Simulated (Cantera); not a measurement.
Input (Python, Cantera) and output of one run.

```python
import numpy as np
import cantera as ct

gas_names = """
    CL2 TiCL4 SiCL4 FeCL2 ALCL TiCL3
""".split()
cond_names = """
    Ti(a) Ti(b) Ti(L) Si(cr) Si(L) Fe(a) Fe(c) Fe(d) Fe(L) AL(cr) AL(L) ALCL3(s) ALCL3(L)
""".split()


# ... load() reads the species with a 1 bar reference pressure and builds the phases ...
species = {s.name: s for s in load("nasa_gas.yaml", gas_names) + load("nasa_condensed.yaml", cond_names)}
# Each term lists the table entries of one substance; the one whose range holds T is used.
reactions = {
    '0.5 Ti + Cl2(g) = 0.5 TiCl4(g)':
        [(-0.5, ['Ti(a)', 'Ti(b)', 'Ti(L)']), (-1, ['CL2']), (0.5, ['TiCL4'])],
    '0.5 Si + Cl2(g) = 0.5 SiCl4(g)':
        [(-0.5, ['Si(cr)', 'Si(L)']), (-1, ['CL2']), (0.5, ['SiCL4'])],
    'Fe + Cl2(g) = FeCl2(g)':
        [(-1, ['Fe(a)', 'Fe(c)', 'Fe(d)', 'Fe(L)']), (-1, ['CL2']), (1, ['FeCL2'])],
    '2 Al + Cl2(g) = 2 AlCl(g)':
        [(-2, ['AL(cr)', 'AL(L)']), (-1, ['CL2']), (2, ['ALCL'])],
    '0.6667 Ti + Cl2(g) = 0.6667 TiCl3(g)':
        [(-0.6666666666666666, ['Ti(a)', 'Ti(b)', 'Ti(L)']), (-1, ['CL2']), (0.6666666666666666, ['TiCL3'])],
    '0.6667 Al + Cl2(g) = 0.6667 AlCl3':
        [(-0.6666666666666666, ['AL(cr)', 'AL(L)']), (-1, ['CL2']), (0.6666666666666666, ['ALCL3(s)', 'ALCL3(L)'])],
}


def pick(names, T):
    return next(species[n] for n in names if species[n].thermo.min_temp <= T <= species[n].thermo.max_temp)


results = []
for label, terms in reactions.items():
    print(label)
    print("     T/K   dH/kJ  dS/(J/K)   dG/kJ   log10 K")
    for T in [423, 448, 473, 498, 523, 548, 573]:
        used = [(nu, pick(names, T)) for nu, names in terms]
        dH = sum(nu * s.thermo.h(T) for nu, s in used) / 1e6
        dS = sum(nu * s.thermo.s(T) for nu, s in used) / 1e3
        dG = dH - T * dS / 1e3
        logK = -dG * 1e6 / (ct.gas_constant * T * np.log(10))
        results.append((label, T, dH, dS, dG, logK, [s.name for _, s in used]))
        print(f"{T:8g} {dH:8.1f} {dS:8.1f} {dG:8.1f} {logK:8.2f}")
```

It prints:

```
0.5 Ti + Cl2(g) = 0.5 TiCl4(g)
     T/K   dH/kJ  dS/(J/K)   dG/kJ   log10 K
     423   -381.4    -60.5   -355.8    43.94
     448   -381.4    -60.4   -354.3    41.31
     473   -381.3    -60.3   -352.8    38.96
     498   -381.3    -60.2   -351.3    36.85
     523   -381.2    -60.1   -349.8    34.93
     548   -381.2    -60.0   -348.3    33.20
     573   -381.2    -60.0   -346.8    31.61
0.5 Si + Cl2(g) = 0.5 SiCl4(g)
     T/K   dH/kJ  dS/(J/K)   dG/kJ   log10 K
     423   -331.2    -66.4   -303.1    37.42
     448   -331.1    -66.3   -301.4    35.14
     473   -331.1    -66.2   -299.8    33.10
     498   -331.0    -66.1   -298.1    31.27
     523   -331.0    -66.0   -296.5    29.61
     548   -330.9    -65.9   -294.8    28.10
     573   -330.8    -65.7   -293.2    26.72
Fe + Cl2(g) = FeCl2(g)
     T/K   dH/kJ  dS/(J/K)   dG/kJ   log10 K
     423   -141.4     47.9   -161.6    19.96
     448   -141.5     47.7   -162.8    18.98
     473   -141.6     47.4   -164.0    18.11
     498   -141.7     47.1   -165.2    17.33
     523   -141.9     46.8   -166.4    16.62
     548   -142.0     46.5   -167.5    15.97
     573   -142.2     46.2   -168.7    15.38
2 Al + Cl2(g) = 2 AlCl(g)
     T/K   dH/kJ  dS/(J/K)   dG/kJ   log10 K
     423   -104.7    171.2   -177.2    21.88
     448   -105.1    170.3   -181.4    21.15
     473   -105.6    169.4   -185.7    20.50
     498   -106.0    168.5   -189.9    19.92
     523   -106.4    167.7   -194.1    19.38
     548   -106.8    166.8   -198.3    18.90
     573   -107.3    166.0   -202.4    18.45
0.6667 Ti + Cl2(g) = 0.6667 TiCl3(g)
     T/K   dH/kJ  dS/(J/K)   dG/kJ   log10 K
     423   -359.7    -32.8   -345.8    42.71
     448   -359.7    -32.8   -345.0    40.23
     473   -359.7    -32.8   -344.2    38.01
     498   -359.7    -32.8   -343.4    36.02
     523   -359.7    -32.8   -342.6    34.21
     548   -359.7    -32.8   -341.7    32.57
     573   -359.7    -32.8   -340.9    31.08
0.6667 Al + Cl2(g) = 0.6667 AlCl3
     T/K   dH/kJ  dS/(J/K)   dG/kJ   log10 K
     423   -468.8   -164.7   -399.2    49.29
     448   -468.4   -163.8   -395.1    46.06
     473   -444.4   -112.1   -391.4    43.22
     498   -443.6   -110.5   -388.6    40.76
     523   -442.9   -109.1   -385.8    38.53
     548   -442.1   -107.7   -383.1    36.52
     573   -441.4   -106.4   -380.4    34.68
```

Cantera with NASA thermochemical tables; ideal gases at 1 bar, condensed phases pure. Condensed species are held in their standard states even where they would react or evaporate.
